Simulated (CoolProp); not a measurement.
Computed with CoolProp (reference Helmholtz-energy equation of state, Smukala 2000).

### Question
Give the vapour pressure (bar), liquid density (kg/m³), liquid cp (kJ/(kg K)) of saturated ethylene at -123.45, -65.25, -53.65 °C.

### Answer
```tsv
T (°C)	p (bar)	liquid density (kg/m³)	liquid cp (kJ/(kg K))
-123.45	0.267	595	2.40
-65.25	6.22	508	2.58
-53.65	9.41	488	2.69
```
